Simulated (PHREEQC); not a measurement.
Make-up at 90 °C: 0.00032 mol/kgw CO2 and 0.0027 mol/kgw KHF2. Closed to the air; pH follows from the charge balance.

All values are PHREEQC results (ion-association model, phreeqc.dat), not measurements.

This is a speciation only: nothing precipitates in the calculation.

**Question.** Predict the pH.

**Answer.** pH 3.77.

**Question.** In which forms is F present?

**Answer.** F- 53 %, HF 46 %, HF2- 1.1 % of the F.

Complexes and solids missing from the database can't appear. Away from 25 °C the constants follow the database's enthalpies or fits; those with neither stay at their 25 °C values.
